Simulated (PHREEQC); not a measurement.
1 kg of water meets 20 L of dry gas (O2 1 by moles) at fixed total pressure, at 25 °C; fugacities by Peng-Robinson. The gases take part in no redox reaction, some water evaporates into the gas, and hydrates or a liquid gas phase aren't modelled. Precipitation was switched off in this run.

The numbers come from PHREEQC with the ion-association model, phreeqc.dat.

| P (atm) | dissolved O2 (mol/kgw) | φ of O2 |
|---|---|---|
| 2 | 0.00251 | 0.998 |
| 5 | 0.00630 | 0.995 |
| 10 | 0.0125 | 0.991 |
| 20 | 0.0245 | 0.982 |
| 30 | 0.0360 | 0.973 |
| 40 | 0.0471 | 0.965 |
| 50 | 0.0577 | 0.957 |
| 75 | 0.0823 | 0.939 |
| 100 | 0.105 | 0.923 |
| 150 | 0.143 | 0.896 |
| 200 | 0.176 | 0.877 |
| 300 | 0.228 | 0.856 |
| 400 | 0.268 | 0.852 |

Complexes and solids missing from the database can't appear.
